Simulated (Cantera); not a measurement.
Feed: 1 mol B2H6, 9.5 mol O2, 110 mol N2, 75 mol H2, held at 502 °C and 133 Pa.

Method: chemical equilibrium by Gibbs-energy minimisation in Cantera with the NASA 1993 tables (ideal gas, pure condensed phases). Candidate condensed phases: B, BN, B2O3, B3O3H3, H2O; 39 gas species. The feed counts by its element totals alone. Gases not in the tables: H3BO3. Kinetics and transport are ignored.

Base state: N2 0.585, H2 0.330, H2O 0.0850, (HBO2)3 0.000101 (mole fractions); condensed: B2O3(l).

**Question.** What changes in the equilibrium state with this change: temperature from 502 °C to 975 °C?

**Answer.** 
```json
[
 {"species": "N2", "before": "0.585", "after": "0.582"},
 {"species": "H2", "before": "0.330", "after": "0.328"},
 {"species": "H2O", "before": "0.0850", "after": "0.0794"},
 {"species": "HBO2", "before": "4.39e-7", "after": "0.0105"},
 {"species": "B2O3", "before": "<1e-9", "after": "2.25e-5"},
 {"species": "(HBO2)3", "before": "0.000101", "after": "4.91e-6"},
 {"species": "B2O3(l), mol", "before": "0.972", "after": "0"}
]
```
